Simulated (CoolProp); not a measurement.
Vapour-liquid equilibrium of R143a (1) + propane (2) at 1.1 MPa; x and y are mole fractions of (1).

Model: multi-fluid Helmholtz-energy mixture model, Lemmon and Jacobsen 2000 and Lemmon 2009; pair parameters Bell 2016, in CoolProp.

Task: Give the bubble temperature and the first vapour's composition at x = 0.5, 0.875, 0.95. Is there an azeotrope?

Result: x = 0.5: 287.4 K, y = 0.546; x = 0.875: 289.4 K, y = 0.823; x = 0.95: 291.3 K, y = 0.920. y crosses x between x = 0.575 and 0.65: the model has an azeotrope there.

The pair parameters rest on a limited set of measurements; away from them the model extrapolates.
